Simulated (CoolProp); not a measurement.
Properties of C2F6 (R116) along the isobar 101 kPa.

Values from CoolProp's reference Helmholtz-energy equation of state, Lemmon 2006. It is a short technical equation, of lower accuracy than the large ones.

| T (K) | phase | density (kg/m³) | Joule-Thomson coefficient (K/MPa) | fugacity coefficient |
|---|---|---|---|---|
| 212.1 | gas | 8.178 | 23.07 | 0.9677 |
| 216 | gas | 8.013 | 21.73 | ___ |
| 219.9 | gas | 7.856 | ___ | 0.9713 |
| 223.9 | gas | 7.701 | 19.35 | 0.9730 |
| 227.8 | gas | ___ | 18.32 | 0.9745 |
| 231.8 | gas | 7.415 | 17.34 | 0.9760 |
| 235.7 | gas | 7.282 | 16.46 | 0.9773 |
| 239.7 | gas | 7.151 | 15.62 | 0.9785 |
| 243.6 | gas | 7.028 | 14.87 | 0.9796 |
| 247.5 | gas | 6.910 | 14.17 | 0.9807 |
| 251.5 | gas | 6.793 | 13.50 | 0.9817 |
| 255.4 | gas | 6.683 | 12.89 | 0.9826 |
| 259.4 | gas | 6.573 | 12.31 | 0.9835 |
| 263.3 | gas | 6.471 | 11.78 | 0.9843 |
| 267.3 | gas | 6.369 | 11.27 | 0.9850 |
| 271.2 | gas | 6.272 | 10.80 | 0.9857 |

### Question
What belongs in the gaps?

### Answer

- 216, fugacity coefficient: 0.9696
- 219.9, Joule-Thomson coefficient (K/MPa): 20.50
- 227.8, density (kg/m³): 7.557
